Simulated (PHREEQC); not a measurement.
A column of 1 m (40 cells, dispersivity 0.035 m, 720 s a shift, diffusion coefficient 3e-10 m²/s) holds 0.0066 eq of the database's cation exchanger X per kg of pore water, first in equilibrium with 0.0051 mol CdCl2, 0.0005 mol ZnCl2 and 1e-05 mol HCl per kg of water. It is flushed with 9 mmol/kgw KBr and 0.01 mmol/kgw HCl, at 25 °C. Values are for the last cell. The system is closed to CO2. No solid was allowed to form.

Equilibrium calculation in PHREEQC: ion-association model, phreeqc.dat.

```
pore volumes  Br in solution (mol/kgw)  K in solution (mol/kgw)  Cl in solution (mol/kgw)
------------  ------------------------  -----------------------  ------------------------
0                                    0                        0                    0.0112
0.5125                         5.99e-5                  5.59e-6                    0.0111
0.8875                         0.00336               (withheld)                (withheld)
1.387                          0.00825                  0.00455                  0.000946
1.762                       (withheld)               (withheld)                  0.000126
2.263                          0.00900                  0.00746                (withheld)
2.638                          0.00900               (withheld)                   1.04e-5
3.138                          0.00900                  0.00826                   1.00e-5
3.513                          0.00900                  0.00843                   1.00e-5
4.013                          0.00900                  0.00858                   1.00e-5
```

Problem. Some entries are withheld; supply them.

Solution. 
- 0.8875, K in solution (mol/kgw): 0.000986
- 0.8875, Cl in solution (mol/kgw): 0.00703
- 1.762, Br in solution (mol/kgw): 0.00891
- 1.762, K in solution (mol/kgw): 0.00630
- 2.263, Cl in solution (mol/kgw): 1.51e-5
- 2.638, K in solution (mol/kgw): 0.00791
